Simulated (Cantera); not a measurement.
Input: 1 mol SiH2Cl2, 1.4 mol CH4, 1300 mol H2, at 10.0 mbar.

Equilibrium computed with Cantera from the NASA thermochemical tables; the gas is ideal and each condensed phase is pure. Candidate condensed phases: C, C6H6, C7H8, C8H18, Si, SiC; 109 gas species. Rates play no part.

Over these rows the condensed part is C(graphite) + SiC(s). Partial pressures as log10 of bar:

```
T (K)  1000/T (1/K)  log p C2H2 (acetylene)  log p H2
-----  ------------  ----------------------  --------
1223         0.8177                   -8.81     -2.00
1323         0.7559                   -8.08     -2.00
1423         0.7027                   -7.47     -2.00
1523         0.6566                   -6.93     -2.00
1623         0.6161                   -6.46     -2.00
1723         0.5804                       ?     -2.00
```

### Question
Fit log p(C2H2 (acetylene)) = a + b·(1000/T) to the five rows, give the apparent enthalpy, and predict the row at 1723 K.

### Answer
Means: 1000/T = 0.7098, log p = -7.550. Sxy = -0.296072, Sxx = 0.0254280, so b = -11.64 and a = -7.550 − (-11.64)×0.7098 = 0.71.
Apparent enthalpy: −19.145 × (-11.64) = 223 kJ/mol. With the condensed phases at unit activity, 2 C(graphite) + H2(g) = C2H2 (acetylene)(g) links this pressure to the main gases: over the six rows their terms move log p by +0.00 in all, so the slope is close to that reaction's ΔH°. The five rows lie within 0.01 of the line.
Prediction at 1723 K: 0.71 + (-11.64)×0.5804 = -6.05. The computed value is -6.04, 0.01 from the line.
